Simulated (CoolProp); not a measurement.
2000 sccm (0 °C, 1 atm) of nitrogen bubbles through liquid tetrahydrofuran at 292.3 K and leaves saturated at a total pressure of 0.0764 MPa (ideal gas phase). Each further row changes one setting.

Computed with CoolProp (reference Helmholtz-energy equation of state, Fiedler 2023).

| case | vapour pressure (kPa) | mole fraction of vapour | delivery (mg/min) | delivery (sccm) | change of delivery for a bath 1 K warmer (%) |
|---|---|---|---|---|---|
| as stated | 16.6 | 0.218 | 1790 | 557 | 6.1 |
| bath temperature 297.3 K | 20.8 | 0.273 | 2410 | 750 | 6.3 |
| total pressure 0.153 MPa | 16.6 | 0.109 | 785 | 244 | 5.3 |
